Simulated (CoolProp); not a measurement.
A single-stage vapour-compression cycle with cyclohexane: evaporating at 317.15 K (dew point), condensing at 358.15 K (bubble point), superheat 2 K, subcooling 0 K, compressor efficiency 0.8, no pressure losses. Each further row changes one setting.

The numbers come from the reference Helmholtz-energy equation of state, Zhou 2014 in CoolProp.

```json
[
 {"case": "as stated", "cooling COP": "5.37", "pressure ratio": "3.99", "discharge temperature (K)": "359.1", "refrigerating effect (kJ/kg)": "299", "volumetric capacity (kJ/m³)": "278"},
 {"case": "evaporating temperature 322.15 K", "cooling COP": "6.33", "pressure ratio": "3.29", "discharge temperature (K)": "358.6", "refrigerating effect (kJ/kg)": "___", "volumetric capacity (kJ/m³)": "___"},
 {"case": "condensing temperature 353.15 K", "cooling COP": "6.25", "pressure ratio": "___", "discharge temperature (K)": "___", "refrigerating effect (kJ/kg)": "310", "volumetric capacity (kJ/m³)": "288"},
 {"case": "subcooling 5 K", "cooling COP": "5.57", "pressure ratio": "3.99", "discharge temperature (K)": "359.1", "refrigerating effect (kJ/kg)": "310", "volumetric capacity (kJ/m³)": "288"},
 {"case": "superheat 12 K", "cooling COP": "___", "pressure ratio": "3.99", "discharge temperature (K)": "___", "refrigerating effect (kJ/kg)": "___", "volumetric capacity (kJ/m³)": "282"},
 {"case": "compressor efficiency 0.7", "cooling COP": "4.70", "pressure ratio": "3.99", "discharge temperature (K)": "___", "refrigerating effect (kJ/kg)": "299", "volumetric capacity (kJ/m³)": "278"}
]
```

Task: Some entries are withheld; supply them.

Result: 
- evaporating temperature 322.15 K, refrigerating effect (kJ/kg): 306
- evaporating temperature 322.15 K, volumetric capacity (kJ/m³): 339
- condensing temperature 353.15 K, pressure ratio: 3.44
- condensing temperature 353.15 K, discharge temperature (K): 354.8
- superheat 12 K, cooling COP: 5.44
- superheat 12 K, discharge temperature (K): 368.8
- superheat 12 K, refrigerating effect (kJ/kg): 313
- compressor efficiency 0.7, discharge temperature (K): 364.0
